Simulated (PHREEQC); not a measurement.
Dissolve 0.79 mmol/kgw H2SeO4, 3.7 mmol/kgw H2SO4 and 0.72 mmol/kgw CaCl2 at 20 °C. Closed to the air; pH follows from the charge balance.

Equilibrium calculation in PHREEQC: ion-association model, wateq4f.dat.

| Property | Result |
|---|---|
| pH | 2.15 |
| ionic strength | 0.0127 mol/kgw |
| total alkalinity | -8.98 meq/kg |

```
species  molality  activity   log γ
-------  --------  --------  ------
H+        0.00775   0.00702  -0.043
SO4-2     0.00248   0.00159  -0.193
Cl-       0.00144   0.00128  -0.050
HSO4-     0.00109  0.000978  -0.049
SeO4-2   0.000659  0.000419  -0.197
Ca+2     0.000598  0.000386  -0.190
HSeO4-   0.000131  0.000117  -0.049
```

Precipitation was switched off in this run.
